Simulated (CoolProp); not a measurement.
A single-stage vapour-compression cycle with R22: evaporating at 280.15 K (dew point), condensing at 324.15 K (bubble point), superheat 8 K, subcooling 0 K, compressor efficiency 0.7, no pressure losses. Each further row changes one setting.

Model: reference Helmholtz-energy equation of state, Kamei 1995, in CoolProp.

```csv
case,cooling COP,pressure ratio,discharge temperature (K),refrigerating effect (kJ/kg),volumetric capacity (kJ/m³)
as stated,3.44,3.20,364.9,149,3760
evaporating temperature 285.15 K,4.03,2.75,360.5,151,4410
condensing temperature 319.15 K,4.02,2.85,356.9,156,3930
subcooling 5 K,3.60,3.20,364.9,156,3940
superheat 18 K,3.43,3.20,376.0,157,3760
compressor efficiency 0.6,2.95,3.20,373.1,149,3760
```
